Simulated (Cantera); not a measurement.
Input: 1 mol C3H6, 0.53 mol CO2, at 2298.15 K and 7.90 bar.

Method: chemical equilibrium by Gibbs-energy minimisation in Cantera with the NASA 1993 tables (ideal gas, pure condensed phases). Kinetics and transport are ignored.

```tsv
species	before	after
H2	0.732	0.735
CO	0.261	0.262
CH4	0.000909	0.00304
C2H2 (acetylene)	0.00313	0.000155
H	0.00292	0.000132
CO2	4.04e-6	3.52e-5
CH3	6.81e-5	1.10e-5
H2O	6.34e-5	0.000387
C2H4	2.87e-5	1.80e-5
C(graphite), mol	2.44	2.46
```
Gas species are given as mole fractions.

Question: What was changed between the two runs?
(A) pressure from 7.90 bar to 0.0133 bar
(B) pressure from 7.90 bar to 0.00133 bar
(C) temperature from 2298.15 K to 725 K
(D) temperature from 2298.15 K to 1823 K

Answer: D, temperature from 2298.15 K to 1823 K
